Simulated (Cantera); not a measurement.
Charge: 1 mol C2F6, 0.059 mol F2, 0.19 mol H2, equilibrated at 1048.15 K and 15.0 mbar.

Method: chemical equilibrium by Gibbs-energy minimisation in Cantera with the NASA 1993 tables (ideal gas, pure condensed phases). Candidate condensed phases: C, C6H6, C7H8, C8H18; 95 gas species. The feed counts by its element totals alone. Gases not in the tables: C2F6 and larger saturated fluorocarbons. Equilibrium is a limit: real reactors are often held back by kinetics, nucleation or transport.

Base state: CF4 0.791, HF 0.209 (mole fractions); condensed: C(graphite).

### Question
What changes in the equilibrium state with this change: H2 from 0.19 to 0.045 mol?

### Answer
| species | before | after |
|---|---|---|
| CF4 | 0.791 | 0.944 |
| HF | 0.209 | 0.0564 |
| C(graphite), mol | 0.566 | 0.493 |

### Question
What changes in the equilibrium state with this change: C2F6 replaced by CH2F2?

### Answer
```tsv
species	before	after
HF	0.209	0.942
H2	<1e-9	0.0582
CF4	0.791	<1e-9
C(graphite), mol	0.566	1.000
```
